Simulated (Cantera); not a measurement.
**CH3SiCl3 + C2H2 + H2 + CH4 (silicon carbide growth)**

Charge: 1 mol CH3SiCl3, 0.0053 mol C2H2, 26 mol H2, 2.1 mol CH4, held at 2075 K and 0.00180 bar.

Equilibrium computed with Cantera from the NASA thermochemical tables; the gas is ideal and each condensed phase is pure. Candidate condensed phases: C, C6H6, C7H8, C8H18, Si, SiC; 109 gas species. The feed counts by its element totals alone. The tables' values for SiCl are old estimates; treat these amounts as uncertain. Rates play no part.

```json
{
 "x(H2)": "0.851",
 "x(HCl)": "0.0804",
 "x(H)": "0.0579",
 "x(Si)": "0.00405",
 "x(Cl)": "0.00404",
 "x(SiCl2)": "0.00120",
 "x(C2H2 (acetylene))": "0.00106",
 "x(SiCl)": "0.000315",
 "x(SiC2)": "0.000235",
 "n(C(graphite))": "2.23 mol",
 "n(SiC(s))": "0.786 mol",
 "gas_amount": "34.43 mol",
 "log10 activity of Si(l) (absent)": "-1.14"
}
```
